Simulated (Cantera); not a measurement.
A closed system holds: 1 mol Si, 18 mol HBr, 0.69 mol H2, held at 1223.15 K and 3.50 Pa.

Equilibrium computed with Cantera from the NASA thermochemical tables; the gas is ideal and each condensed phase is pure. Candidate condensed phases: Br2, Si; 19 gas species. The tables' values for SiBr3 are old estimates; treat these amounts as uncertain. Equilibrium is a limit: real reactors are often held back by kinetics, nucleation or transport.

Base state: HBr 0.787, H2 0.118, SiBr2 0.0441, Br 0.0423, SiBr4 0.00644, SiBr3 0.00217, Br2 2.55e-5, SiHBr3 1.80e-5 (mole fractions); condensed: gas only.

What changes in the equilibrium state with this change: pressure from 3.50 Pa to 10.0 mbar?


```
species   before     after
-------  -------  --------
HBr        0.787     0.791
H2         0.118     0.150
SiBr4    0.00644    0.0533
SiBr2     0.0441   0.00162
Br        0.0423   0.00223
H        1.75e-5   1.17e-6
SiHBr3   1.80e-5  0.000189
SiBr3    0.00217   0.00119
Br2      2.55e-5   2.02e-5
```

What changes in the equilibrium state with this change: temperature from 1223.15 K to 900 K?


```
species   before     after
-------  -------  --------
HBr        0.787     0.791
H2         0.118     0.152
SiBr4    0.00644    0.0564
SiBr2     0.0441   2.69e-5
Br        0.0423  0.000174
H        1.75e-5   7.71e-9
Br2      2.55e-5   4.39e-7
SiBr3    0.00217   5.12e-5
SiHBr3   1.80e-5   1.74e-5
```

What changes in the equilibrium state with this change: pressure from 3.50 Pa to 25.0 mbar?


```json
[
 {"species": "HBr", "before": "0.787", "after": "0.791"},
 {"species": "H2", "before": "0.118", "after": "0.151"},
 {"species": "SiBr4", "before": "0.00644", "after": "0.0548"},
 {"species": "SiBr2", "before": "0.0441", "after": "0.000668"},
 {"species": "Br", "before": "0.0423", "after": "0.00140"},
 {"species": "H", "before": "1.75e-5", "after": "7.42e-7"},
 {"species": "SiHBr3", "before": "1.80e-5", "after": "0.000195"}
]
```
